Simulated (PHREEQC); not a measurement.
Solution (70 °C): 105 mmol/kgw NH4BF4. Closed to the air; pH follows from the charge balance.

All values are PHREEQC results (ion-association model, phreeqc.dat), not measurements.

```
Item                     Result
----------------  -------------
pH                         2.82
ionic strength    0.107 mol/kgw
total alkalinity    -315 meq/kg
```

```tsv
species	molality	activity	log γ
NH4+	0.105	0.0755	-0.143
BF4-	0.0947	0.0719	-0.120
HF	0.0152	0.0156	0.011
BF3OH-	0.00561	0.00426	-0.120
F-	0.00391	0.00289	-0.132
BF2(OH)2-	0.00240	0.00182	-0.120
H3BO3	0.00231	0.00237	0.011
H+	0.00186	0.00150	-0.092
HF2-	0.000260	0.000198	-0.120
```

No solid was allowed to form. Complexes and solids missing from the database can't appear. Away from 25 °C the constants follow the database's enthalpies or fits; those with neither stay at their 25 °C values. Real BF4- forms and hydrolyses slowly; the run takes it at equilibrium.
